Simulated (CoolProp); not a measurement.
Saturated liquid density (kg/m³) of ammonia: the reference equation beside estimates from Tc = 405.6 K, pc = 11.36 MPa, ω = 0.256. Rackett uses Z = 0.29056 − 0.08775 ω.

The numbers come from the reference Helmholtz-energy equation of state, Gao 2020 in CoolProp.

```csv
T (K),reference,Rackett,van der Waals,Redlich-Kwong,Soave-Redlich-Kwong
302.8,595.9,520.8,313.6,450.0,470.3
313.4,…,506.8,305.2,434.9,455.5
324,561.5,492.1,296.2,418.7,439.4
334.5,542.8,476.5,286.6,401.5,422.0
345.1,522.5,459.6,276.2,382.6,402.7
355.7,500.1,441.2,264.7,362.1,381.2
366.2,475.3,420.8,252.1,…,357.3
376.8,446.2,397.1,237.5,313.5,329.3
387.4,…,368.0,219.8,282.7,295.5
397.9,358.8,326.9,196.1,242.0,250.4
```

### Question
Fill in the missing entries.

### Answer

- 313.4, reference: 579.2
- 366.2, Redlich-Kwong: 339.5
- 387.4, reference: 410.1

Absolute difference from the reference over all 10 rows, mean and median: Rackett 11.5 and 11.9 %, van der Waals 46.9 and 47.1 %, Redlich-Kwong 27.7 and 27.2 %, Soave-Redlich-Kwong 24.2 and 23.4 %.
